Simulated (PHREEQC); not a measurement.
Solution (46 °C): 0.12 mol Cu(NO3)2 and 0.00022 mol HBF4 per kg of water. Closed to the air; pH follows from the charge balance.

Model: ion-association model, phreeqc.dat, run in PHREEQC.

**Question.** The ionic strength comes out as 0.360 mol/kgw. What activity coefficients do Cu2(OH)2+2, H+, F-, NO3-, Cu+2 get?

**Answer.** Cu2(OH)2+2 0.27, H+ 0.77, F- 0.65, NO3- 0.63, Cu+2 0.26.

This is a speciation only: nothing precipitates in the calculation. Constants without temperature data keep their 25 °C values here. Real BF4- forms and hydrolyses slowly; the run takes it at equilibrium.
